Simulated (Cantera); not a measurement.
Charge: 1 mol Fe₂O₃, a varied amount of Cl₂, held at 1198 K and 7.50e-5 bar.

Cantera equilibrium calculation (NASA polynomials, part measured and part estimated; ideal gas, pure solids and liquids). Candidate condensed phases: Fe, FeCl₂, FeCl₃, FeO, Fe₂O₃, Fe₃O₄; 13 gas species. Rates play no part.

x: gas mole fraction; n: condensed amount in mol.

```
n(Cl₂) (mol)   x Cl₂  x FeCl₂   x Cl    x O₂  x FeCl₃    x ClO  x Fe₂Cl₄  n Fe₂O₃(s)
------------  ------  -------  -----  ------  -------  -------  --------  ----------
0.7           0.0749    0.414  0.146   0.334   0.0308  2.89e-5   8.67e-6       0.744
1.2           0.0749    0.414  0.146   0.334   0.0308  2.89e-5   8.67e-6       0.561
1.9           0.0749    0.414  0.146   0.334   0.0308  2.89e-5   8.67e-6       0.305
3.2            0.124    0.358  0.188   0.295   0.0343  3.50e-5   6.50e-6           0
5.2              ___      ___    ___     ___   0.0322  4.18e-5       ___           0
8.7              ___      ___    ___     ___      ___  3.98e-5       ___           0
14             0.453   0.0904  0.360  0.0801   0.0165  3.48e-5   4.13e-7           0
24             0.507   0.0536  0.381  0.0479   0.0103  2.85e-5   1.45e-7           0
39             0.538   0.0333  0.392  0.0299  0.00662  2.32e-5   5.59e-8           0
```

**Question.** Some entries are withheld; supply them.

**Answer.** 
- 8.7, x Cl₂: 0.380
- 8.7, x FeCl₂: 0.142
- 8.7, x Cl: 0.329
- 8.7, x O₂: 0.125
- 8.7, x FeCl₃: 0.0238
- 8.7, x Fe₂Cl₄: 1.02e-6
- 5.2, x Cl₂: 0.266
- 5.2, x FeCl₂: 0.230
- 5.2, x Cl: 0.275
- 5.2, x O₂: 0.197
- 5.2, x Fe₂Cl₄: 2.68e-6
